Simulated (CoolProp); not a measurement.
Vapour-liquid equilibrium of R1234ze(E) (1) + R227EA (2) at 329.7 K; x and y are mole fractions of (1).

The numbers come from the multi-fluid Helmholtz-energy mixture model, Thol 2016 and Lemmon 2016; pair parameters Bell 2023 in CoolProp.

```csv
x,bubble pressure (kPa),y at the bubble point,dew pressure at overall composition x (kPa),liquid density (mol/L)
0.05,1089,0.055,1089,7.343
0.125,1101,0.136,1100,7.455
0.2,1113,0.215,1111,7.572
0.275,1124,0.292,1121,7.693
0.35,1133,0.368,1131,7.819
0.425,1142,0.442,1140,7.951
0.5,1150,0.515,1148,8.088
0.575,1157,0.588,1156,8.232
0.65,1163,0.660,1162,8.382
0.725,1167,0.732,1167,8.539
0.8,1171,0.804,1171,8.704
0.875,1173,0.877,1173,8.876
0.95,1174,0.950,1174,9.057
```

No azeotrope shows between x = 0.05 and 0.95.

Pair parameters are fitted to limited data, so mixtures are less certain than the pure fluids.
